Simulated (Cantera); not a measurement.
**Diamond growth**

A diamond (100) surface in a fixed gas of H2 with x(CH4) = 0.0087, x(H) = 0.0017, at 1150 K, 0.00987 atm; coverages are run to steady state.

Computed with Cantera and the Harris–Goodwin 1993 mechanism for the reconstructed diamond (100) surface.

```tsv
x(CH3)	growth (µm/h)	θ c6HH	θ c6H*	θ c6*H	θ c6**	θ c6HM
1e-06	0.000975	0.483	0.0327	0.463	0.0212	1.06e-5
2.3e-06	0.00224	0.483	0.0327	0.463	0.0212	2.44e-5
5.4e-06	0.00526	0.483	0.0327	0.463	0.0212	5.74e-5
1.3e-05	0.0127	0.483	0.0326	0.463	0.0211	0.000138
2.9e-05	0.0282	0.483	0.0326	0.463	0.0211	0.000308
6.7e-05	0.0649	0.483	0.0326	0.462	0.0210	0.000709
0.00016	0.153	0.482	0.0325	0.461	0.0207	0.00168
0.00036	0.338	0.480	0.0324	0.460	0.0201	0.00374
0.00084	0.754	0.476	0.0321	0.455	0.0188	0.00848
```
θ: site fractions in the mechanism's names (c6HH fully hydrogenated, c6H* and c6*H radical sites, c6** diradical, c6HM methylated).
